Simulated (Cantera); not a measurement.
Cantera run, input and output.

```python
import numpy as np
import cantera as ct

gas = ct.Solution("gri30.yaml")


def delay(T, t_max=10):
    gas.TPX = T, 72000, {'C2H4': 1, 'O2': 4.05, 'N2': 15.2, 'H2O': 4.3}
    reactor = ct.IdealGasReactor(gas, clone=False)
    net = ct.ReactorNet([reactor])
    net.rtol, net.atol = 1e-8, 1e-16
    while net.time < t_max:
        t_old, T_old = net.time, reactor.T
        net.step()
        if reactor.T > T + 400:  # ignition: a rise of 400 K
            return t_old + (T + 400 - T_old) / (reactor.T - T_old) * (net.time - t_old)
    return np.nan


taus = []
for T in [1323, 1373, 1423, 1473, 1523, 1573, 1623, 1673]:
    taus.append(delay(T))
    print(f"T0 = {T:6g} K   tau = {taus[-1]:.4e} s")
```

It prints:

```
T0 =   1323 K   tau = 1.0628e-04 s
T0 =   1373 K   tau = 7.7572e-05 s
T0 =   1423 K   tau = 5.9841e-05 s
T0 =   1473 K   tau = 4.7875e-05 s
T0 =   1523 K   tau = 3.9302e-05 s
T0 =   1573 K   tau = 3.2888e-05 s
T0 =   1623 K   tau = 2.7929e-05 s
T0 =   1673 K   tau = 2.3995e-05 s
```

Detailed kinetics in Cantera: GRI-Mech 3.0 (53 species, 325 reactions). GRI-Mech 3.0 was tuned for natural gas; its chemistry of ethylene as a main component is partial and can be far from experiment. Where the delays flatten at high temperature, the 400 K rule measures the pace of heat release, not the induction time.
